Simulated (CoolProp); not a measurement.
Vapour-liquid equilibrium of n-heptane (1) + ethylbenzene (2) at 34.45 °C; x and y are mole fractions of (1).

The numbers come from the multi-fluid Helmholtz-energy mixture model, Span 2003 and Zhou 2012; pair parameters Bell 2016 in CoolProp.

### Question
Give the bubble pressure and the first vapour's composition at x = 0.2, 0.35, 0.5. Is there an azeotrope?

### Answer
x = 0.2: 0.04267 bar, y = 0.588; x = 0.35: 0.05474 bar, y = 0.729; x = 0.5: 0.06505 bar, y = 0.814. No azeotrope shows between x = 0.05 and 0.95.

Pair parameters are fitted to limited data, so mixtures are less certain than the pure fluids.
